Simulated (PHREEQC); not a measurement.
**Silver or lead bath (model solution)**

Make-up at 25 °C: 0.00076 mol/kgw PbCl2, 6.1e-05 mol/kgw HNO3 and 0.13 mol/kgw Zn(NO3)2. Closed to the air; pH follows from the charge balance.

Model: ion-association model, wateq4f.dat, run in PHREEQC.

Precipitation was switched off in this run.

Q: Predict the pH, activity of water.

A: pH 4.32; activity of water 0.993.

Q: In which forms is Cl present?

A: Cl- 91 %, ZnCl+ 8.5 % of the Cl.
